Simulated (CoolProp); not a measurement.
R1336mzz(E) along the isotherm 410 K: density (kg/m³) from the reference equation and from simpler models built on Tc = 403.5 K, pc = 2.779 MPa, ω = 0.413; each cubic takes its own stable root.

Computed with CoolProp (reference Helmholtz-energy equation of state, Akasaka 2023).

```json
[
 {"p (MPa)": "0.633", "phase": "gas", "reference": "33.15"},
 {"p (MPa)": "1.27", "phase": "gas", "reference": "73.84"},
 {"p (MPa)": "1.9", "phase": "gas", "reference": "126.6"},
 {"p (MPa)": "2.53", "phase": "gas", "reference": "208.1"},
 {"p (MPa)": "3.17", "phase": "supercritical", "reference": "538.8"},
 {"p (MPa)": "3.8", "phase": "supercritical", "reference": "778.8"},
 {"p (MPa)": "4.43", "phase": "supercritical", "reference": "839.5"},
 {"p (MPa)": "5.07", "phase": "supercritical", "reference": "877.7"},
 {"p (MPa)": "5.7", "phase": "supercritical", "reference": "905.6"}
]
```

Task: How far does each simpler model (ideal gas, van der Waals, Redlich-Kwong, Soave-Redlich-Kwong, Peng-Robinson) lie from the reference over these 9 states: mean and median of the absolute difference, and the worst?

Result: 
- ideal gas: mean 51.0 %, median 69.7 %, worst -76.5 % at 410 K and 3.8 MPa
- van der Waals: mean 16.8 %, median 13.1 %, worst -31.2 % at 410 K and 5.07 MPa
- Redlich-Kwong: mean 9.0 %, median 5.8 %, worst -19.2 % at 410 K and 3.8 MPa
- Soave-Redlich-Kwong: mean 11.2 %, median 16.1 %, worst -21.8 % at 410 K and 3.8 MPa
- Peng-Robinson: mean 6.6 %, median 8.9 %, worst -14.2 % at 410 K and 3.8 MPa
